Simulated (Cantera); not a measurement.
Standard-state values (1 bar) from the NASA 1993 polynomials, evaluated with Cantera. Values are per mole of reaction as written; species without (g) are pure solids or liquids, kept so even where they would boil at 1 bar. TaC: taken at fixed stoichiometry.

3 TaC + 4 NH₃(g) ⇌ 3 Ta + 3 CH₄(g) + 2 N₂(g)

```
T (K)  ΔH° (kJ)  ΔS° (J/K)  ΔG° (kJ)  log10 K
-----  --------  ---------  --------  -------
750       383.0      149.9     270.6   -18.84
900       381.0      147.5     248.3   -14.41
1050      379.6      146.1     226.3   -11.26
1200      378.7      145.3     204.4    -8.90
1350      378.2      144.8     182.7    -7.07
1500        ___        ___       ___      ___
1650        ___        ___       ___      ___
1800      377.8      144.6     117.6    -3.41
```

Task: Fill in the missing entries.

Result: 
- 1500, ΔH° (kJ): 377.9
- 1500, ΔS° (J/K): 144.6
- 1500, ΔG° (kJ): 161.0
- 1500, log10 K: -5.61
- 1650, ΔH° (kJ): 377.8
- 1650, ΔS° (J/K): 144.5
- 1650, ΔG° (kJ): 139.3
- 1650, log10 K: -4.41
